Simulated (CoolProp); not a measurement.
Chloromethane (R40) along the isobar 19300 kPa: density (kg/m³) from the reference equation and from simpler models built on Tc = 418.6 K, pc = 6929 kPa, ω = 0.150; each cubic takes its own stable root.

The numbers come from the reference Helmholtz-energy equation of state, Thol 2014 in CoolProp.

```tsv
T (K)	phase	reference
342.6	liquid	868.3
349.2	liquid	855.7
355.7	liquid	843.0
362.3	liquid	829.8
368.8	liquid	816.5
375.4	liquid	802.7
381.9	liquid	788.7
388.5	liquid	774.2
395	liquid	759.4
```

### Question
How far does each simpler model (van der Waals, Redlich-Kwong, Soave-Redlich-Kwong, Peng-Robinson) lie from the reference over these 9 states: mean and median of the absolute difference, and the worst?

### Answer
- van der Waals: mean 32.1 %, median 32.2 %, worst -33.4 % at 342.6 K and 19300 kPa
- Redlich-Kwong: mean 9.6 %, median 9.6 %, worst -10.1 % at 395 K and 19300 kPa
- Soave-Redlich-Kwong: mean 8.4 %, median 8.4 %, worst -9.4 % at 395 K and 19300 kPa
- Peng-Robinson: mean 2.8 %, median 3.0 %, worst +3.9 % at 342.6 K and 19300 kPa
